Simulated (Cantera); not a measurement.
What does this Cantera script print?

```python
import numpy as np
import cantera as ct

gas_names = """
    CL CL2 H HCL H2 Si SiCL SiCL2 SiCL3 SiCL4 SiH SiHCL3 SiH2 SiH2CL2 SiH3 SiH3CL SiH4 Si2 Si3
""".split()
cond_names = """
    Si(cr) Si(L)
""".split()


# ... load() reads the species with a 1 bar reference pressure and builds the phases ...
atoms = {
    'Si3H8': {'Si': 3, 'H': 8},
    'Cl2': {'CL': 2},
    'H2': {'H': 2},
    'HCl': {'H': 1, 'CL': 1},
}
top_T = {}  # K; cautious upper limits of use, not melting points


# ... equilibrate(T, P, feed) seeds the gas with the atoms and calls Mixture.equilibrate('TP', solver="vcs", rtol=1e-11, max_steps=5000) ...
results = []
feed = {'Si3H8': 1, 'Cl2': 0.21, 'H2': 19, 'HCl': 0.08}  # mol
P = 10000  # Pa
for T in [1025, 1050, 1075, 1100, 1125, 1150, 1175, 1200, 1225, 1250, 1275]:
    mix = equilibrate(T, P, feed)
    results.append((T, P, feed, dict(zip(mix.species_names, mix.species_moles))))

top = {s: max(r[3][s] / sum(r[3][g] for g in gas_names) for r in results) for s in gas_names}
cols = sorted((s for s in top if top[s] > 1e-05), key=lambda s: -top[s])[:8]
seen = [c for c in cond_names if any(r[3].get(c, 0) > 1e-12 for r in results)]
print("log10 of partial pressures in bar; condensed amounts in mol")
print(f"{'T/K':>10s}" + "".join(f"{s[:9]:>10s}" for s in cols + seen))
for T, P, feed, n in results:
    ng = sum(n[g] for g in gas_names)
    print(f"{T:10.4g}" + "".join(f"{np.log10(max(n[s] / ng * P / 1e5, 1e-99)):10.3f}" for s in cols)
          + "".join(f"{n.get(c, 0):10.4g}" for c in seen))
```

It prints:

```
log10 of partial pressures in bar; condensed amounts in mol
       T/K        H2       HCL     SiCL4    SiHCL3     SiCL2     SiCL3   SiH2CL2    Si(cr)
      1025    -1.006    -3.025    -3.779    -3.825    -4.793    -4.946    -4.826     2.917
      1050    -1.006    -2.960    -3.858    -3.888    -4.642    -4.879    -4.862     2.926
      1075    -1.007    -2.903    -3.955    -3.964    -4.508    -4.831    -4.906     2.935
      1100    -1.007    -2.855    -4.071    -4.055    -4.393    -4.804    -4.960     2.944
      1125    -1.008    -2.816    -4.210    -4.162    -4.297    -4.799    -5.026     2.952
      1150    -1.008    -2.785    -4.370    -4.285    -4.220    -4.814    -5.102     2.959
      1175    -1.008    -2.762    -4.550    -4.423    -4.159    -4.849    -5.188     2.964
      1200    -1.008    -2.747    -4.745    -4.572    -4.112    -4.900    -5.283     2.967
      1225    -1.009    -2.736    -4.950    -4.729    -4.076    -4.962    -5.382      2.97
      1250    -1.009    -2.729    -5.160    -4.889    -4.048    -5.031    -5.483     2.972
      1275    -1.009    -2.724    -5.371    -5.049    -4.026    -5.105    -5.586     2.973
```

Equilibrium computed with Cantera from the NASA thermochemical tables; the gas is ideal and each condensed phase is pure. The feed counts by its element totals alone. The tables' values for SiCl3 are old estimates; treat these amounts as uncertain.
